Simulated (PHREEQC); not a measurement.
1 kg of water holding 0.019 mol/kgw MgCl2, 0.2 mol/kgw SrCl2, 0.02 mol/kgw NaCl and 0.0073 mol/kgw CaCl2 is evaporated at 25 °C; the solids stay in contact with the brine. CO2 from the air is kept out. Solids allowed: Bischofite, Brucite, Halite, Portlandite, MgCl2_4H2O. Others were left out.

The numbers come from PHREEQC with the Pitzer model, pitzer.dat.

```json
[
 {"water left (kg)": "1", "ionic strength": "0.699", "water activity": "0.989", "Cl in solution (mol/kgw)": "0.473"},
 {"water left (kg)": "0.8219", "ionic strength": "0.850", "water activity": "0.986", "Cl in solution (mol/kgw)": "0.575"},
 {"water left (kg)": "0.5552", "ionic strength": "1.26", "water activity": "0.979", "Cl in solution (mol/kgw)": "0.851"},
 {"water left (kg)": "0.4563", "ionic strength": "1.53", "water activity": "0.975", "Cl in solution (mol/kgw)": "1.04"},
 {"water left (kg)": "0.3082", "ionic strength": "2.27", "water activity": "0.960", "Cl in solution (mol/kgw)": "1.53"},
 {"water left (kg)": "0.2533", "ionic strength": "2.76", "water activity": "0.950", "Cl in solution (mol/kgw)": "1.87"},
 {"water left (kg)": "0.1711", "ionic strength": "4.08", "water activity": "0.919", "Cl in solution (mol/kgw)": "2.76"},
 {"water left (kg)": "0.1407", "ionic strength": "4.97", "water activity": "0.895", "Cl in solution (mol/kgw)": "3.36"},
 {"water left (kg)": "0.09502", "ionic strength": "7.36", "water activity": "0.818", "Cl in solution (mol/kgw)": "4.97"},
 {"water left (kg)": "0.07809", "ionic strength": "8.95", "water activity": "0.760", "Cl in solution (mol/kgw)": "6.05"}
]
```

Species that the database lacks are ignored.
